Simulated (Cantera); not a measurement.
Input (Python, Cantera) and output of one run.

```python
import numpy as np
import cantera as ct

gas_names = """
    Fe FeO Fe(OH)2 H HO2 H2 H2O H2O2 O OH O2 O3
""".split()
cond_names = """
    Fe(a) Fe(c) Fe(d) Fe(L) FeO(s) FeO(L) Fe(OH)2(s) Fe(OH)3(s) Fe2O3(s) Fe3O4(s) H2O(s) H2O(L)
""".split()


def load(file, names, dense=False):
    # The tables refer to 1 bar. Condensed volumes are neglected.
    table = {s.name: s for s in ct.Species.list_from_file(file)}
    out = []
    for n in names:
        d = dict(table[n].input_data)
        d["thermo"] = dict(d["thermo"], **{"reference-pressure": 1e5})
        if dense:
            d["equation-of-state"] = {"model": "constant-volume", "density": "1e6 g/cm^3"}
        out.append(ct.Species.from_dict(d))
    return out


gas = ct.Solution(thermo="ideal-gas", species=load("nasa_gas.yaml", gas_names))
cond = {s.name: ct.Solution(thermo="fixed-stoichiometry", species=[s], name=s.name)
        for s in load("nasa_condensed.yaml", cond_names, dense=True)}
atoms = {
    'Fe3O4': {'Fe': 3, 'O': 4},
    'H2O': {'H': 2, 'O': 1},
    'H2': {'H': 2},
}
top_T = {'Fe2O3(s)': 1830, 'Fe3O4(s)': 1870}  # K; cautious upper limits of use, not melting points


def equilibrate(T, P, feed):
    n = {}
    for name, mol in feed.items():
        for a, k in atoms[name].items():
            n[a] = n.get(a, 0.0) + k * mol
    gas.TPX = T, P, n
    mass = sum(n.values()) * gas.mean_molecular_weight
    gas.equilibrate("TP")
    valid = [c for c in cond.values() if c.min_temp <= T <= top_T.get(c.name, c.max_temp)]
    mix = ct.Mixture([(gas, mass / gas.mean_molecular_weight)] + [(c, 0.0) for c in valid])
    mix.T, mix.P = T, P
    mix.equilibrate("TP", solver="vcs", rtol=1e-11, max_steps=5000)
    return mix


results = []
feed = {'Fe3O4': 1, 'H2O': 0.33, 'H2': 0.25}  # mol
T = 1275  # K
P = 10000  # Pa
mix = equilibrate(T, P, feed)
results.append((T, P, feed, dict(zip(mix.species_names, mix.species_moles))))
print(gas.report(threshold=0.0001))
for i in range(1, mix.n_phases):
    print(f"{mix.phase(i).name:16s} {mix.phase_moles(i):12.5e} mol")
```

It prints:

```
       temperature   1275 K
          pressure   10000 Pa
           density   0.016525 kg/m^3
  mean mol. weight   17.518 kg/kmol
   phase of matter   gas

                          1 kg             1 kmol
                     ---------------   ---------------
          enthalpy        -1.123e+07       -1.9672e+08  J
   internal energy       -1.1835e+07       -2.0732e+08  J
           entropy             14918        2.6133e+05  J/K
    Gibbs function        -3.025e+07       -5.2991e+08  J
 heat capacity c_p            2536.5             44434  J/K
 heat capacity c_v            2061.9             36120  J/K

                      mass frac. Y      mole frac. X     chem. pot. / RT
                     ---------------   ---------------   ---------------
                H2         0.0035776          0.031087           -23.916
               H2O           0.99642           0.96891           -50.824
     [  +10 minor]        6.2501e-06        1.7457e-06

Fe(c)             0.00000e+00 mol
FeO(s)            6.95907e-01 mol
Fe(OH)2(s)        0.00000e+00 mol
Fe(OH)3(s)        0.00000e+00 mol
Fe2O3(s)          0.00000e+00 mol
Fe3O4(s)          7.68031e-01 mol
```

These are equilibrium values from Cantera (NASA tables, ideal gas, pure condensed phases), not measurements of a reactor. Mutual solubility and eutectic melting of coexisting phases are not modelled. The tables' stoichiometric FeO is somewhat more stable than real wüstite, so its field is too wide. FeO: taken at fixed stoichiometry.
